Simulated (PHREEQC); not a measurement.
Solution (25 °C): 6.1e-05 mol/kgw Sr(OH)2 and 0.0016 mol/kgw CdCl2. Closed to the air; pH follows from the charge balance.

All values are PHREEQC results (ion-association model, wateq4f.dat), not measurements.

No solid was allowed to form.

**Question.** Estimate the pH, ionic strength.

**Answer.** pH 8.79; ionic strength 0.00418 mol/kgw.

**Question.** In which forms is Cl present?

**Answer.** Cl- 90 %, CdCl+ 8.0 %, CdOHCl 1.9 % of the Cl.

Saturation is exceeded, for instance for Cd(OH)2; the values hold only as long as no solid forms.
